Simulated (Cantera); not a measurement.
A perfectly stirred reactor is fed with C₃H₈ : O₂ : N₂ = 1 : 8.06 : 30.3 (molar parts), equivalence ratio 0.62, at 3.06 atm; it is adiabatic with a 475 K inlet, and is followed from long to short residence time, starting on the burning branch (τ in s: 0.4, 0.14, 0.049, 0.017, 0.006, 0.0021, 0.00074, 0.00026, 9.2e-05, 3.2e-05, 1.1e-05).

Computed with Cantera and GRI-Mech 3.0 (53 species, 325 reactions). GRI-Mech 3.0 was tuned for natural gas; its chemistry of propane as a main component is partial and can be far from experiment.

### Question
Predict: blow-out, bracketed by the residence times tried; x(C₃H₈) at τ = 0.400 s; x(O₂) at τ = 0.400 s; x(CO) at τ = 0.400 s; x(CH₄) at τ = 0.400 s; x(CH₂O) at τ = 0.400 s; x(C₃H₈) at τ = 2.10 ms; x(O₂) at τ = 2.10 ms; x(CO) at τ = 2.10 ms; x(CH₄) at τ = 2.10 ms; x(CH₂O) at τ = 2.10 ms.

### Answer
- blow-out, bracketed by the residence times tried: burning at 92.0 µs, out at 32.0 µs
- x(C₃H₈) at τ = 0.400 s: 1.05e-7
- x(O₂) at τ = 0.400 s: 0.0756
- x(CO) at τ = 0.400 s: 0.000115
- x(CH₄) at τ = 0.400 s: 9.76e-8
- x(CH₂O) at τ = 0.400 s: 1.01e-7
- x(C₃H₈) at τ = 2.10 ms: 7.02e-6
- x(O₂) at τ = 2.10 ms: 0.0764
- x(CO) at τ = 2.10 ms: 0.00259
- x(CH₄) at τ = 2.10 ms: 1.41e-6
- x(CH₂O) at τ = 2.10 ms: 6.26e-6
